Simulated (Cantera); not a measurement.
Charge: 1 mol (CH₃)₂SiCl₂, 1.5 mol C₂H₄, 2.7 mol H₂, at 725 °C and 1100 Pa.

These are equilibrium values from Cantera (NASA tables, ideal gas, pure condensed phases), not measurements of a reactor. The feed counts by its element totals alone. The tables' values for SiCl₃ are old estimates; treat these amounts as uncertain. The numbers say what is thermodynamically allowed, not how fast it happens.

```csv
species,before,after
H₂,0.835,0.795
HCl,0.149,0.204
SiCl₂,1.71e-5,0.000735
SiCl₄,0.0147,4.61e-5
H,1.87e-8,4.03e-5
SiHCl₃,0.000573,1.26e-5
CH₄,0.000749,3.03e-5
SiCl₃,0.000101,8.91e-5
"C(graphite), mol",4.14,4.01
"SiC(s), mol",0.853,0.991
```
Gas species are given as mole fractions.

Q: Name the change that produced these shifts.
A) pressure from 1100 Pa to 2100 Pa
B) H₂ from 2.7 to 10 mol
C) temperature from 725 °C to 1125 °C
D) pressure from 1100 Pa to 13300 Pa

A: C, temperature from 725 °C to 1125 °C
